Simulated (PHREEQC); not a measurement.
Solution A (0.016 mol/kgw MnSO4, 0.024 mol/kgw CaCl2, 9.5e-05 mol/kgw HCl and 0.064 mol/kgw NaCl) is mixed with solution B (2 mmol/kgw PbCl2 and 0.042 mmol/kgw Na2SO4) at 25 °C; shares are by mass of water, 1 kg in all. The system is closed to oxygen. No CO2 enters from the air. Only these solids could form: Gypsum, Portlandite, Pyrochroite, Litharge, Anglesite, Cotunnite, Laurionite, Larnakite, Halite, Mirabilite.

The numbers come from PHREEQC with the ion-association model, wateq4f.dat.

Predict pH, Anglesite (mol), Pb in solution (mol/kgw), Pb+2 (mol/kgw) at share of solution B = 0.4, 0.7, 1.


```csv
share of solution B,pH,Anglesite (mol),Pb in solution (mol/kgw),Pb+2 (mol/kgw)
0.4,4.42,0.000746,5.37e-5,2.19e-5
0.7,4.66,0.00133,6.56e-5,3.41e-5
1,5.20,1.45e-5,0.00198,0.00177
```
